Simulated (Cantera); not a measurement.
# Premixed flame

A freely propagating, adiabatic, planar premixed flame of 58.1 % H₂, 10.7 % O₂, 31.2 % N₂, equivalence ratio 2.7, unburnt at 598 K and 240 Torr; multicomponent transport, grid criteria slope 0.08 and curve 0.16, no radiation.

Computed with Cantera and the H2/O2 subset of GRI-Mech 3.0, which has no nitrogen chemistry. Burning velocities carry a grid error of a few per cent, more on coarse grids.

```json
[
 {"z (mm)": "-6.13", "T (K)": "598", "u (m/s)": "8.04", "x H₂": "0.581", "x O₂": "0.107", "x H₂O₂": "<1e-8", "x OH": "<1e-8", "x HO₂": "<1e-8", "x H": "<1e-8"},
 {"z (mm)": "-4.08", "T (K)": "598", "u (m/s)": "8.04", "x H₂": "0.581", "x O₂": "0.107", "x H₂O₂": "<1e-8", "x OH": "<1e-8", "x HO₂": "<1e-8", "x H": "<1e-8"},
 {"z (mm)": "-3.06", "T (K)": "598", "u (m/s)": "8.04", "x H₂": "0.581", "x O₂": "0.107", "x H₂O₂": "<1e-8", "x OH": "<1e-8", "x HO₂": "<1e-8", "x H": "<1e-8"},
 {"z (mm)": "-2.04", "T (K)": "598", "u (m/s)": "8.04", "x H₂": "0.581", "x O₂": "0.107", "x H₂O₂": "<1e-8", "x OH": "<1e-8", "x HO₂": "1.23e-6", "x H": "5.21e-7"},
 {"z (mm)": "-1.02", "T (K)": "618", "u (m/s)": "8.30", "x H₂": "0.579", "x O₂": "0.107", "x H₂O₂": "1.10e-6", "x OH": "4.55e-5", "x HO₂": "9.09e-5", "x H": "0.000654"},
 {"z (mm)": "-0.510", "T (K)": "786", "u (m/s)": "10.5", "x H₂": "0.555", "x O₂": "0.101", "x H₂O₂": "1.01e-6", "x OH": "0.000278", "x HO₂": "5.40e-5", "x H": "0.0126"},
 {"z (mm)": "0", "T (K)": "1156", "u (m/s)": "15.0", "x H₂": "0.430", "x O₂": "0.0564", "x H₂O₂": "3.19e-7", "x OH": "0.00152", "x HO₂": "2.10e-5", "x H": "0.0755"},
 {"z (mm)": "0.510", "T (K)": "1390", "u (m/s)": "17.8", "x H₂": "0.336", "x O₂": "0.00678", "x H₂O₂": "1.41e-7", "x OH": "0.00199", "x HO₂": "2.48e-6", "x H": "0.117"},
 {"z (mm)": "1.02", "T (K)": "1480", "u (m/s)": "18.8", "x H₂": "0.331", "x O₂": "0.000697", "x H₂O₂": "1.03e-7", "x OH": "0.00208", "x HO₂": "2.39e-7", "x H": "0.113"},
 {"z (mm)": "2.04", "T (K)": "1581", "u (m/s)": "20.0", "x H₂": "0.340", "x O₂": "0.000185", "x H₂O₂": "9.30e-8", "x OH": "0.00244", "x HO₂": "6.23e-8", "x H": "0.0997"},
 {"z (mm)": "4.08", "T (K)": "1692", "u (m/s)": "21.2", "x H₂": "0.352", "x O₂": "0.000150", "x H₂O₂": "7.06e-8", "x OH": "0.00272", "x HO₂": "4.88e-8", "x H": "0.0835"},
 {"z (mm)": "8.17", "T (K)": "1809", "u (m/s)": "22.5", "x H₂": "0.364", "x O₂": "0.000110", "x H₂O₂": "4.41e-8", "x OH": "0.00280", "x HO₂": "3.62e-8", "x H": "0.0661"},
 {"z (mm)": "16.3", "T (K)": "1922", "u (m/s)": "23.6", "x H₂": "0.376", "x O₂": "6.78e-5", "x H₂O₂": "2.34e-8", "x OH": "0.00259", "x HO₂": "2.43e-8", "x H": "0.0489"}
]
```
x: mole fraction of selected species; z is measured from the peak of heat release.

The laminar burning velocity comes out as 804 cm/s and the thermal thickness comes out as 2.04 mm. The peak x(H₂O₂) comes out as 1.54e-6 and the peak x(OH) comes out as 0.00281. The peak x(HO₂) is 9.10e-5 and the peak x(H) is 0.117.
